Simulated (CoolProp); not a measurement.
1-butene along the isotherm 194.25 °C: density (kg/m³) from the reference equation and from simpler models built on Tc = 146.1 °C, pc = 40.06 bar, ω = 0.192; each cubic takes its own stable root.

Model: reference Helmholtz-energy equation of state, Lemmon 2005, in CoolProp. It is a short technical equation, of lower accuracy than the large ones.

```csv
p (bar),phase,reference
0.19,gas,0.2746
0.36,gas,0.5209
0.683,gas,0.9902
1.29,gas,1.877
2.45,gas,3.591
4.65,gas,6.912
8.82,gas,13.48
16.7,gas,27.03
31.7,gas,58.56
60.1,supercritical,162.8
```

How far does each simpler model (ideal gas, van der Waals, Redlich-Kwong, Soave-Redlich-Kwong) lie from the reference over these 10 states: mean and median of the absolute difference, and the worst?


- ideal gas: mean 9.1 %, median 2.2 %, worst -46.7 % at 194.25 °C and 60.1 bar
- van der Waals: mean 1.4 %, median 0.1 %, worst +11.7 % at 194.25 °C and 60.1 bar
- Redlich-Kwong: mean 0.3 %, median 0.0 %, worst +2.0 % at 194.25 °C and 60.1 bar
- Soave-Redlich-Kwong: mean 0.8 %, median 0.1 %, worst -6.3 % at 194.25 °C and 60.1 bar
